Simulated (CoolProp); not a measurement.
Values from CoolProp's reference Helmholtz-energy equation of state, Akasaka 2023.

### Question
Give the vapour pressure (MPa), liquid density (kg/m³), vapour density (kg/m³), enthalpy of vaporisation (kJ/kg) of saturated R1336mzz(E) at 297.5, 318.2, 359.7 K.

### Answer
| T (K) | p (MPa) | liquid density (kg/m³) | vapour density (kg/m³) | enthalpy of vaporisation (kJ/kg) |
|---|---|---|---|---|
| 297.5 | 0.189 | 1330 | 13.6 | 145 |
| 318.2 | 0.372 | 1260 | 26.3 | 133 |
| 359.7 | 1.11 | 1090 | 83.7 | 102 |
